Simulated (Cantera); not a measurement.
Input (Python, Cantera):

```python
import numpy as np
import cantera as ct

gas = ct.Solution("h2o2.yaml")
gas.TPX = 600, 13332, {'H2': 1, 'O2': 0.62, 'N2': 2.98, 'H2O': 1.1}
flame = ct.FreeFlame(gas, width=0.16)
flame.set_refine_criteria(ratio=3, slope=0.08, curve=0.16)
flame.transport_model = "mixture-averaged"
flame.solve(loglevel=0, auto=True)
z, T = flame.grid, flame.T
thick = (T[-1] - T[0]) / np.gradient(T, z).max()
show = ['H2', 'O2', 'H2O', 'OH', 'O', 'H']
print(f"laminar burning velocity  {flame.velocity[0] * 100:.3f} cm/s")
print(f"burnt temperature         {T[-1]:.1f} K")
print(f"thermal thickness         {thick * 1e3:.4f} mm")
print(f"grid points               {len(z)}")
z0 = z[flame.heat_release_rate.argmax()]
print(f"{'z/mm':>9s}{'T/K':>9s}{'u/(m/s)':>9s}" + "".join(f"{s:>11s}" for s in show))
rows = []
for k in (-3, -2, -1.5, -1, -0.5, -0.25, 0, 0.25, 0.5, 1, 2, 4, 8):
    zz = z0 + k * thick
    rows.append([k * thick, np.interp(zz, z, T), np.interp(zz, z, flame.velocity),
                 *(np.interp(zz, z, flame.X[gas.species_index(s)]) for s in show)])
    print(f"{rows[-1][0] * 1e3:9.3f}{rows[-1][1]:9.1f}{rows[-1][2]:9.3f}" + "".join(f"{x:11.3e}" for x in rows[-1][3:]))
```

Output:

```
laminar burning velocity  315.511 cm/s
burnt temperature         1831.5 K
thermal thickness         6.0770 mm
grid points               130
     z/mm      T/K  u/(m/s)         H2         O2        H2O         OH          O          H
  -18.231    600.0    3.155  1.754e-01  1.088e-01  1.930e-01  4.910e-19  1.290e-17  5.236e-17
  -12.154    600.0    3.155  1.754e-01  1.088e-01  1.930e-01  2.063e-15  4.939e-14  4.440e-13
   -9.116    600.0    3.155  1.754e-01  1.088e-01  1.930e-01  2.493e-13  5.440e-12  7.648e-11
   -6.077    600.0    3.155  1.753e-01  1.088e-01  1.930e-01  3.109e-10  2.645e-09  5.634e-08
   -3.039    612.2    3.204  1.706e-01  1.089e-01  1.950e-01  2.732e-05  6.766e-06  1.234e-04
   -1.519    742.5    3.825  1.471e-01  1.047e-01  2.114e-01  2.859e-04  1.523e-04  2.918e-03
    0.000   1033.4    5.208  8.480e-02  8.010e-02  2.691e-01  1.351e-03  2.389e-03  1.791e-02
    1.519   1246.9    6.223  3.593e-02  4.848e-02  3.281e-01  4.155e-03  5.269e-03  2.775e-02
    3.039   1352.9    6.717  2.575e-02  3.955e-02  3.452e-01  5.819e-03  5.526e-03  2.457e-02
    6.077   1463.3    7.216  2.256e-02  3.556e-02  3.555e-01  6.941e-03  4.740e-03  1.732e-02
   12.154   1567.7    7.675  1.880e-02  3.222e-02  3.659e-01  7.406e-03  3.563e-03  1.066e-02
   24.308   1659.0    8.068  1.397e-02  2.913e-02  3.765e-01  7.108e-03  2.364e-03  5.678e-03
   48.616   1730.6    8.370  9.026e-03  2.662e-02  3.859e-01  6.109e-03  1.377e-03  2.553e-03
```

Model: the H2/O2 subset of GRI-Mech 3.0, which has no nitrogen chemistry, integrated in Cantera. Burning velocities carry a grid error of a few per cent, more on coarse grids.
